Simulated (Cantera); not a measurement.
A perfectly stirred reactor is fed with CH₄ : CO : O₂ : N₂ = 1 : 0.57 : 5.71 : 21.5 (molar parts), equivalence ratio 0.40, at 473 Torr; it is adiabatic with a 700 K inlet, and is followed from long to short residence time, starting on the burning branch (τ in s: 0.38, 0.12, 0.04, 0.013, 0.0042, 0.0014, 0.00045, 0.00015, 4.7e-05).

Model: GRI-Mech 3.0 (53 species, 325 reactions), integrated in Cantera.

Problem. Predict: blow-out, bracketed by the residence times tried; x(CH₄) at τ = 0.380 s; x(CO) at τ = 0.380 s; x(O₂) at τ = 0.380 s; x(CH₃) at τ = 0.380 s; x(H) at τ = 0.380 s; x(CH₄) at τ = 4.20 ms; x(CO) at τ = 4.20 ms; x(O₂) at τ = 4.20 ms; x(CH₃) at τ = 4.20 ms; x(H) at τ = 4.20 ms.

Solution. 
```json
{
 "blow_out_bracketed_by_the_residence_times_tried": "burning at 0.450 ms, out at 0.150 ms",
 "x(CH₄) at τ = 0.380 s": "5.40e-6",
 "x(CO) at τ = 0.380 s": "0.000185",
 "x(O₂) at τ = 0.380 s": "0.120",
 "x(CH₃) at τ = 0.380 s": "8.70e-7",
 "x(H) at τ = 0.380 s": "5.78e-6",
 "x(CH₄) at τ = 4.20 ms": "9.28e-5",
 "x(CO) at τ = 4.20 ms": "0.00379",
 "x(O₂) at τ = 4.20 ms": "0.121",
 "x(CH₃) at τ = 4.20 ms": "9.38e-6",
 "x(H) at τ = 4.20 ms": "0.000385"
}
```
